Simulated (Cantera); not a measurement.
An adiabatic, constant-pressure homogeneous reactor starts with CH4 : O2 : N2 : H2O = 1 : 1.43 : 5.37 : 0.19 (molar parts), at 1025 K and 500000 Pa.

Cantera simulation using GRI-Mech 3.0 (53 species, 325 reactions); the numbers are that mechanism's predictions, not measurements.

x: mole fraction; the columns are a selection and need not sum to one.

```json
[
 {"t (s)": "3.00e-6", "T (K)": "1025", "x CH4": "0.125", "x O2": "0.179", "x H2O": "0.0238", "x C2H": "<1e-12", "x H2O2": "<1e-12", "x C2H6": "<1e-12"},
 {"t (s)": "9.49e-6", "T (K)": "1025", "x CH4": "0.125", "x O2": "0.179", "x H2O": "0.0238", "x C2H": "<1e-12", "x H2O2": "2.91e-12", "x C2H6": "<1e-12"},
 {"t (s)": "3.00e-5", "T (K)": "1025", "x CH4": "0.125", "x O2": "0.179", "x H2O": "0.0238", "x C2H": "<1e-12", "x H2O2": "2.84e-11", "x C2H6": "<1e-12"},
 {"t (s)": "9.49e-5", "T (K)": "1025", "x CH4": "0.125", "x O2": "0.179", "x H2O": "0.0238", "x C2H": "<1e-12", "x H2O2": "2.76e-10", "x C2H6": "2.17e-12"},
 {"t (s)": "0.000300", "T (K)": "1025", "x CH4": "0.125", "x O2": "0.179", "x H2O": "0.0238", "x C2H": "<1e-12", "x H2O2": "?", "x C2H6": "7.63e-11"},
 {"t (s)": "0.000949", "T (K)": "1025", "x CH4": "0.125", "x O2": "0.179", "x H2O": "0.0238", "x C2H": "<1e-12", "x H2O2": "?", "x C2H6": "3.49e-9"},
 {"t (s)": "0.00300", "T (K)": "1025", "x CH4": "0.125", "x O2": "0.179", "x H2O": "0.0238", "x C2H": "<1e-12", "x H2O2": "?", "x C2H6": "1.81e-7"},
 {"t (s)": "0.00949", "T (K)": "1025", "x CH4": "0.125", "x O2": "0.179", "x H2O": "0.0238", "x C2H": "<1e-12", "x H2O2": "?", "x C2H6": "2.09e-6"},
 {"t (s)": "0.0300", "T (K)": "1025", "x CH4": "0.125", "x O2": "0.179", "x H2O": "0.0238", "x C2H": "<1e-12", "x H2O2": "?", "x C2H6": "1.19e-5"},
 {"t (s)": "0.0949", "T (K)": "1029", "x CH4": "0.124", "x O2": "0.178", "x H2O": "0.0244", "x C2H": "<1e-12", "x H2O2": "?", "x C2H6": "0.000125"},
 {"t (s)": "0.300", "T (K)": "2483", "x CH4": "6.31e-12", "x O2": "6.92e-5", "x H2O": "0.195", "x C2H": "<1e-12", "x H2O2": "2.47e-8", "x C2H6": "<1e-12"},
 {"t (s)": "0.949", "T (K)": "2483", "x CH4": "6.31e-12", "x O2": "6.92e-5", "x H2O": "0.195", "x C2H": "<1e-12", "x H2O2": "2.47e-8", "x C2H6": "<1e-12"},
 {"t (s)": "3.00", "T (K)": "2483", "x CH4": "6.31e-12", "x O2": "6.92e-5", "x H2O": "0.195", "x C2H": "<1e-12", "x H2O2": "2.47e-8", "x C2H6": "<1e-12"}
]
```

What belongs in the gaps?


- 0.000300, x H2O2: 2.51e-9
- 0.000949, x H2O2: 1.88e-8
- 0.00300, x H2O2: 7.94e-8
- 0.00949, x H2O2: 1.41e-7
- 0.0300, x H2O2: 3.13e-7
- 0.0949, x H2O2: 2.68e-6
